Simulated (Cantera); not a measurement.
Charge: 1 mol Si, 0.6 mol Br₂, 0.71 mol H₂, equilibrated at 1448 K and 10.0 mbar.

These are equilibrium values from Cantera (NASA tables, ideal gas, pure condensed phases), not measurements of a reactor. Candidate condensed phases: Br₂, Si; 19 gas species. The tables' values for SiBr₃, SiBr are old estimates; treat these amounts as uncertain. Kinetics and transport are ignored.

Base state: H₂ 0.425, SiBr₂ 0.315, HBr 0.241, SiBr₃ 0.00848, SiBr₄ 0.00518, Br 0.00419, SiHBr₃ 0.000487, H 6.01e-5 (mole fractions); condensed: Si(s).

What changes in the equilibrium state with this change: temperature from 1448 K to 550 K?


```json
[
 {"species": "H₂", "before": "0.425", "after": "0.701"},
 {"species": "SiBr₄", "before": "0.00518", "after": "0.293"},
 {"species": "SiHBr₃", "before": "0.000487", "after": "0.00602"},
 {"species": "SiBr₂", "before": "0.315", "after": "2.94e-9"},
 {"species": "HBr", "before": "0.241", "after": "0.000127"},
 {"species": "Br", "before": "0.00419", "after": "<1e-9"},
 {"species": "SiBr₃", "before": "0.00848", "after": "7.98e-8"},
 {"species": "Si(s), mol", "before": "0.572", "after": "0.698"}
]
```

What changes in the equilibrium state with this change: H₂ from 0.71 to 9.9 mol?


```
species      before     after
----------  -------  --------
H₂            0.425     0.902
HBr           0.241    0.0800
SiBr₂         0.315    0.0164
SiBr₄       0.00518   1.40e-5
SiBr₃       0.00848  0.000101
Si(s), mol    0.572     0.826
```
